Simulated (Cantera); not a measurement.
Input (Python, Cantera) and output of one run.

```python
import numpy as np
import cantera as ct

gas_names = """
    C CH CH2 CH3 CH2OH CH3O CH4 CH3OH CO CO2 COOH C2 C2H CHCO,ketyl C2H2,acetylene C2H2,vinylidene
    CH2CO,ketene C2H3,vinyl CH3CO,acetyl C2H4 C2H4O,ethylen CH3CHO,ethanal CH3COOH (HCOOH)2 C2H5 C2H6
    CH3OCH3 C2H5OH C2O C3 C3H3,propargyl C3H4,allene C3H4,propyne C3H4,cyclo- C3H5,allyl C3H6,propylene
    C3H6,cyclo- C3H6O C3H7,n-propyl C3H7,i-propyl C3H8 C3H8O,1propanol C3H8O,2propanol C3O2 C4 C4H2
    C4H4,1,3-cyclo- C4H6,butadiene C4H6,2-butyne C4H6,cyclo- C4H8,1-butene C4H8,cis2-buten
    C4H8,tr2-butene C4H8,isobutene C4H8,cyclo- (CH3COOH)2 C4H9,n-butyl C4H9,i-butyl C4H9,s-butyl
    C4H9,t-butyl C4H10,isobutane C4H10,n-butane C5 C5H6,1,3cyclo- C5H8,cyclo- C5H10,1-pentene
    C5H10,cyclo- C5H11,pentyl C5H11,t-pentyl C5H12,n-pentane C5H12,i-pentane CH3C(CH3)2CH3 C6H2
    C6H5,phenyl C6H5O,phenoxy C6H6 C6H5OH,phenol C6H10,cyclo- C6H12,1-hexene C6H12,cyclo- C6H13,n-hexyl
    C7H7,benzyl C7H8 C7H8O,cresol C7H14,1-heptene C7H15,n-heptyl C7H16,n-heptane C8H8,styrene
    C8H10,ethylbenz C8H16,1-octene C8H17,n-octyl C8H18,isooctane C8H18,n-octane C9H19,n-nonyl
    C10H8,naphthale C10H21,n-decyl C12H9,o-bipheny C12H10,bipheny H HCO HO2 H2 HCHO,formaldehy HCOOH H2O
    H2O2 O OH O2 O3 Si SiC SiC2 SiC4H12 SiH SiH2 SiH3 SiH4 SiO SiO2 Si2 Si2C Si3
""".split()
cond_names = """
    C(gr) C6H6(L) C7H8(L) C8H18(L),n-octa H2O(s) H2O(L) Si(cr) Si(L) SiC(b) SiO2(Lqz) SiO2(hqz) SiO2(L)
""".split()


def load(file, names, dense=False):
    # The tables refer to 1 bar. Condensed volumes are neglected.
    table = {s.name: s for s in ct.Species.list_from_file(file)}
    out = []
    for n in names:
        d = dict(table[n].input_data)
        d["thermo"] = dict(d["thermo"], **{"reference-pressure": 1e5})
        if dense:
            d["equation-of-state"] = {"model": "constant-volume", "density": "1e6 g/cm^3"}
        out.append(ct.Species.from_dict(d))
    return out


gas = ct.Solution(thermo="ideal-gas", species=load("nasa_gas.yaml", gas_names))
cond = {s.name: ct.Solution(thermo="fixed-stoichiometry", species=[s], name=s.name)
        for s in load("nasa_condensed.yaml", cond_names, dense=True)}
atoms = {
    'Si2H6': {'Si': 2, 'H': 6},
    'H2O': {'H': 2, 'O': 1},
    'CO2': {'C': 1, 'O': 2},
}
top_T = {'C(gr)': 4500, 'SiC(b)': 3050}  # K; cautious upper limits of use, not melting points


def equilibrate(T, P, feed):
    n = {}
    for name, mol in feed.items():
        for a, k in atoms[name].items():
            n[a] = n.get(a, 0.0) + k * mol
    gas.TPX = T, P, n
    mass = sum(n.values()) * gas.mean_molecular_weight
    gas.equilibrate("TP")
    valid = [c for c in cond.values() if c.min_temp <= T <= top_T.get(c.name, c.max_temp)]
    mix = ct.Mixture([(gas, mass / gas.mean_molecular_weight)] + [(c, 0.0) for c in valid])
    mix.T, mix.P = T, P
    mix.equilibrate("TP", solver="vcs", rtol=1e-11, max_steps=5000)
    return mix


results = []
feed = {'Si2H6': 1, 'H2O': 0.47, 'CO2': 9.7}  # mol
T = 1700  # K
P = 160  # Pa
mix = equilibrate(T, P, feed)
results.append((T, P, feed, dict(zip(mix.species_names, mix.species_moles))))
x = sorted(zip(gas.X, gas.species_names), reverse=True)
print(f"T = {T:g} K  P = {P:g} Pa  gas = {mix.phase_moles(0):.4g} mol")
print("   x: " + "  ".join(f"{s} {v:.3e}" for v, s in x if v > 0.0001))
print("   condensed (mol): " + ("  ".join(f"{mix.phase(i).name} {mix.phase_moles(i):.4g}"
      for i in range(1, mix.n_phases) if mix.phase_moles(i) > 1e-12) or "none"))
```

It prints:

```
T = 1700 K  P = 160 Pa  gas = 13.18 mol
   x: CO 4.483e-01  CO2 2.877e-01  H2O 1.804e-01  H2 8.228e-02  H 1.057e-03  OH 1.197e-04
   condensed (mol): SiO2(L) 1.999
```

Method: chemical equilibrium by Gibbs-energy minimisation in Cantera with the NASA 1993 tables (ideal gas, pure condensed phases). The feed counts by its element totals alone. The tables hold silica as quartz up to 1696 K and as liquid above; real silica turns to tridymite and cristobalite and melts near 1996 K.
